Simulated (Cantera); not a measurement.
A Cantera script and its output.

```python
import numpy as np
import cantera as ct

gas = ct.Solution("gri30.yaml", transport_model="multicomponent")
show = ['H', 'N2', 'O']

rows = []
print(f"{'T/K':>7s}{'rho':>11s}{'cp':>10s}{'mu':>11s}{'lambda':>11s}{'Pr':>7s}" + "".join(f"{'D_' + s:>11s}" for s in show))
for T in [400, 500, 600, 700, 800, 900, 1000, 1100, 1200]:
    gas.TPX = T, 270000, {'C2H6': 0.93}
    Pr = gas.cp_mass * gas.viscosity / gas.thermal_conductivity
    D = [gas.mix_diff_coeffs_mole[gas.species_index(s)] for s in show]
    rows.append([gas.density, gas.cp_mass, gas.viscosity, gas.thermal_conductivity, Pr, *D])
    print(f"{T:7g}{gas.density:11.4e}{gas.cp_mass:10.1f}{gas.viscosity:11.4e}"
          f"{gas.thermal_conductivity:11.4e}{Pr:7.3f}" + "".join(f"{d:11.4e}" for d in D))
print("SI units: kg/m3, J/kg/K, Pa s, W/m/K, m2/s")
```

Output:

```
    T/K        rho        cp         mu     lambda     Pr        D_H       D_N2        D_O
    400 2.4412e+00    2166.5 1.2323e-05 3.5498e-02  0.752 5.2908e-05 9.3883e-06 1.4370e-05
    500 1.9530e+00    2585.3 1.4995e-05 5.1490e-02  0.753 7.9276e-05 1.3956e-05 2.1287e-05
    600 1.6275e+00    2972.3 1.7444e-05 6.8837e-02  0.753 1.0959e-04 1.9188e-05 2.9199e-05
    700 1.3950e+00    3308.0 1.9713e-05 8.6597e-02  0.753 1.4354e-04 2.5035e-05 3.8034e-05
    800 1.2206e+00    3590.7 2.1836e-05 1.0419e-01  0.753 1.8090e-04 3.1461e-05 4.7738e-05
    900 1.0850e+00    3836.7 2.3838e-05 1.2163e-01  0.752 2.2149e-04 3.8435e-05 5.8269e-05
   1000 9.7648e-01    4080.0 2.5738e-05 1.3977e-01  0.751 2.6516e-04 4.5935e-05 6.9591e-05
   1100 8.8771e-01    4275.7 2.7550e-05 1.5695e-01  0.751 3.1177e-04 5.3938e-05 8.1673e-05
   1200 8.1373e-01    4448.8 2.9288e-05 1.7376e-01  0.750 3.6122e-04 6.2428e-05 9.4490e-05
SI units: kg/m3, J/kg/K, Pa s, W/m/K, m2/s
```

Detailed kinetics in Cantera: GRI-Mech 3.0 (53 species, 325 reactions). The composition is frozen, though it would react at the higher temperatures.
